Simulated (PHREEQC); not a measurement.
0.05 mol of Fluorite (CaF2) is brought to equilibrium with 1 kg of water holding 0.03 mol/kgw NaCl, at 25 °C, the pH being set by adding NaOH or HCl. Oxygen alone is held at its pressure in air (log pO2 = -0.68). CO2 from the air is kept out. The run lets Fluorite, Portlandite precipitate or redissolve, and no other solid.

Base run: PHREEQC, ion-association model, wateq4f.dat. Each further column changes one thing. The table gives dissolved Ca (mol/kgw).

```csv
pH,base,temperature from 25 to 60 °C,temperature from 25 to 40 °C
3,0.000444,[?],0.000561
4.12,0.000274,0.000371,0.000316
4.69,0.000262,0.000342,[?]
5.81,0.000258,0.000332,0.000293
6.38,0.000258,0.000332,0.000292
7.5,0.000258,0.000331,0.000292
8.62,0.000258,0.000332,0.000292
9.19,0.000258,0.000332,0.000292
10.31,0.000258,0.000335,0.000293
10.88,0.000259,[?],[?]
12,0.000278,0.000451,0.000338
```

Task: Some entries are withheld; supply them.

Result: 
- 3, temperature from 25 to 60 °C: 0.000755
- 4.69, temperature from 25 to 40 °C: 0.000299
- 10.88, temperature from 25 to 60 °C: 0.000344
- 10.88, temperature from 25 to 40 °C: 0.000296

 Constants without temperature data keep their 25 °C values here.
